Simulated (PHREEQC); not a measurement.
Solution (50 °C): 1.3 mmol/kgw HF, 64 mmol/kgw (NH4)2SiF6, 4.2 mmol/kgw HBF4 and 42 mmol/kgw HCl. Closed to the air; pH follows from the charge balance.

Computed with PHREEQC (ion-association model, wateq4f.dat).

Precipitation was switched off in this run.

Question: Predict the pH, ionic strength.

Answer: pH 1.48; ionic strength 0.232 mol/kgw.

Question: In which forms is Si present?

Answer: SiF6-2 97 %, H4SiO4 3.0 % of the Si.

The solution is supersaturated, for example in Quartz (slow to form), Chalcedony (slow to form), so a real one may precipitate; this is no full list. Away from 25 °C the constants follow the database's enthalpies or fits; those with neither stay at their 25 °C values. SiF6-2 is the database's only silicon fluoride. Real BF4- forms and hydrolyses slowly; the run takes it at equilibrium.
